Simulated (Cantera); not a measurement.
# Ammonia decomposition in nitride growth gas

A perfectly stirred reactor is fed with 10.1 % NH₃, 89.9 % H₂, at 10.00 Torr; it is held at 1750 K, and followed from long to short residence time.

Computed with Cantera and the gas-phase N/H chemistry of the illustrative SiF4/NH3 mechanism in the Surface Chemkin manual (1991). Walls and surfaces, which speed up NH3 decomposition in real reactors, are not modelled.

```json
[
 {"τ (s)": "15", "x NH₃": "0.0719", "x H₂": "0.914", "x H": "0.000365", "x NH": "1.56e-6", "x NH₂": "7.48e-5"},
 {"τ (s)": "6.4", "x NH₃": "0.0860", "x H₂": "0.907", "x H": "0.000340", "x NH": "1.65e-6", "x NH₂": "8.41e-5"},
 {"τ (s)": "2.8", "x NH₃": "0.0940", "x H₂": "0.902", "x H": "0.000323", "x NH": "1.65e-6", "x NH₂": "8.78e-5"},
 {"τ (s)": "1.2", "x NH₃": "0.0982", "x H₂": "0.900", "x H": "0.000304", "x NH": "1.52e-6", "x NH₂": "8.63e-5"},
 {"τ (s)": "0.54", "x NH₃": "0.1000", "x H₂": "0.899", "x H": "0.000270", "x NH": "1.23e-6", "x NH₂": "7.81e-5"},
 {"τ (s)": "0.24", "x NH₃": "0.101", "x H₂": "0.899", "x H": "0.000200", "x NH": "6.80e-7", "x NH₂": "5.83e-5"},
 {"τ (s)": "0.10", "x NH₃": "0.101", "x H₂": "0.899", "x H": "9.99e-5", "x NH": "1.72e-7", "x NH₂": "2.93e-5"},
 {"τ (s)": "0.046", "x NH₃": "0.101", "x H₂": "0.899", "x H": "4.68e-5", "x NH": "3.77e-8", "x NH₂": "1.37e-5"},
 {"τ (s)": "0.020", "x NH₃": "0.101", "x H₂": "0.899", "x H": "2.04e-5", "x NH": "7.15e-9", "x NH₂": "5.97e-6"},
 {"τ (s)": "0.0088", "x NH₃": "0.101", "x H₂": "0.899", "x H": "8.96e-6", "x NH": "1.39e-9", "x NH₂": "2.63e-6"},
 {"τ (s)": "0.0039", "x NH₃": "0.101", "x H₂": "0.899", "x H": "3.97e-6", "x NH": "2.72e-10", "x NH₂": "1.17e-6"}
]
```
x: mole fraction; the columns are a selection and need not sum to one.
